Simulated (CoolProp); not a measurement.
Properties of nitrogen along the isotherm 273.2 K (Tc = 126.2 K, pc = 3396 kPa, ω = 0.037).

Values from CoolProp's reference Helmholtz-energy equation of state, Span 2000.

```csv
p (kPa),phase,isothermal compressibility (1/MPa),viscosity (µPa s),conductivity (mW/(m K)),fugacity coefficient
26.8,gas,37.32,16.6,24.0,0.9999
61.1,gas,16.37,16.6,24.0,0.9997
139,gas,7.199,16.6,24.0,0.9994
316,gas,3.169,16.7,24.1,0.9986
720,gas,1.393,16.7,24.2,0.9968
1640,gas,0.6134,16.9,24.7,0.9930
3730,supercritical,0.2705,17.3,25.8,0.9851
8490,supercritical,0.1170,18.6,28.9,0.9723
```

Viscosity comes from a separate model (Lemmon 2004). Thermal conductivity comes from a separate model (Lemmon 2004).
